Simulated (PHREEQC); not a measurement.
**Buffer (model solution)**

Solution (25 °C): 90 mmol/kgw NaHSO4, 0.03 mmol/kgw NaF and 11 mmol/kgw LiCl. Closed to the air; pH follows from the charge balance.

Equilibrium calculation in PHREEQC: ion-association model, phreeqc.dat.

```yaml
pH: 1.48
ionic_strength: 0.174 mol/kgw
specific_conductance: 21800 µS/cm
density: 1.006 g/cm³
total_alkalinity: -90.0 meq/kg
```

```
species  molality  activity   log γ
-------  --------  --------  ------
Na+        0.0853    0.0644  -0.122
HSO4-      0.0483    0.0364  -0.123
H+         0.0416    0.0334  -0.095
SO4-2      0.0364    0.0112  -0.512
Cl-        0.0110   0.00799  -0.139
Li+        0.0105   0.00801  -0.117
NaSO4-    0.00478   0.00361  -0.122
LiSO4-   0.000523  0.000391  -0.126
HF        2.91e-5   3.03e-5   0.017
F-        8.42e-7   6.05e-7  -0.144
NaF       2.15e-8   2.24e-8   0.017
```

This is a speciation only: nothing precipitates in the calculation. Species that the database lacks are ignored.
